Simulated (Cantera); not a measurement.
A closed system holds: 1 mol Pb, 2.9 mol CO, 0.19 mol H2, 0.29 mol O2, at 823 K and 0.120 bar.

Cantera equilibrium calculation (NASA polynomials, part measured and part estimated; ideal gas, pure solids and liquids). Candidate condensed phases: C, C6H6, C7H8, C8H18, H2O, Pb, PbO, PbO2, Pb3O4; 113 gas species. The numbers say what is thermodynamically allowed, not how fast it happens.

Base state: CO2 0.595, CO 0.322, H2 0.0552, H2O 0.0282, CH4 0.000341 (mole fractions); condensed: C(graphite) + Pb(l).

Q: What changes in the equilibrium state with this change: pressure from 0.120 bar to 0.0133 bar?

A: 
```json
[
 {"species": "CO", "before": "0.322", "after": "0.658"},
 {"species": "CO2", "before": "0.595", "after": "0.276"},
 {"species": "H2", "before": "0.0552", "after": "0.0594"},
 {"species": "H2O", "before": "0.0282", "after": "0.00690"},
 {"species": "Pb", "before": "1.12e-6", "after": "1.01e-5"},
 {"species": "CH4", "before": "0.000341", "after": "4.39e-5"},
 {"species": "C(graphite), mol", "before": "0.827", "after": "0.229"},
 {"species": "Pb(l), mol", "before": "1.000", "after": "1.000"}
]
```

Q: What changes in the equilibrium state with this change: CO from 2.9 to 0.11 mol?

A: 
```tsv
species	before	after
H2O	0.0282	0.633
CO2	0.595	0.367
H2	0.0552	4.47e-5
CO	0.322	7.16e-6
CH4	0.000341	<1e-9
C(graphite), mol	0.827	0
Pb(l), mol	1.000	0.720
PbO(yellow), mol	0	0.280
```

Q: What changes in the equilibrium state with this change: O2 from 0.29 to 1.6 mol?

A: 
| species | before | after |
|---|---|---|
| CO2 | 0.595 | 0.938 |
| H2O | 0.0282 | 0.0615 |
| CO | 0.322 | 1.83e-5 |
| H2 | 0.0552 | 4.34e-6 |
| CH4 | 0.000341 | <1e-9 |
| C(graphite), mol | 0.827 | 0 |
| Pb(l), mol | 1.000 | 0.890 |
| PbO(yellow), mol | 0 | 0.110 |
